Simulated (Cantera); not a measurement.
**Equilibrium for nitride etching: Si3N4 + F2 + H2**

A closed system holds: 1 mol Si3N4, 1.5 mol F2, 8.4 mol H2, equilibrated at 1.00 Torr.

Method: chemical equilibrium by Gibbs-energy minimisation in Cantera with the NASA 1993 tables (ideal gas, pure condensed phases). Candidate condensed phases: Si, Si3N4; 37 gas species. The tables' values for SiF3, SiF2 are old estimates; treat these amounts as uncertain. Kinetics and transport are ignored.

```
T (K)   x H2  x SiF4    x N2      x HF    x SiF3  n Si3N4(s)
-----  -----  ------  ------  --------  --------  ----------
923    0.870  0.0775  0.0518  0.000356   5.88e-6       0.750
948    0.870  0.0775  0.0518  0.000448   1.11e-5       0.750
973    0.870  0.0774  0.0517  0.000558   2.04e-5       0.750
998    0.870  0.0774  0.0517  0.000687   3.64e-5       0.750
1023   0.870  0.0773  0.0517  0.000837   6.28e-5       0.750
1048   0.870  0.0772  0.0517   0.00101  0.000106       0.750
1073   0.870  0.0770  0.0517   0.00121  0.000174       0.751
1098   0.869  0.0768  0.0517   0.00143  0.000278       0.751
1123   0.869  0.0766  0.0517   0.00168  0.000436       0.751
1148   0.869  0.0762  0.0517   0.00197  0.000670       0.751
1173   0.868  0.0758  0.0517   0.00228   0.00101       0.750
1198   0.868  0.0753  0.0517   0.00262   0.00149       0.750
```
x: gas mole fraction; n: condensed amount in mol.

From 923 K to 1198 K the condensed part is Si3N4(s). The main Si-bearing gas is SiF4 throughout.
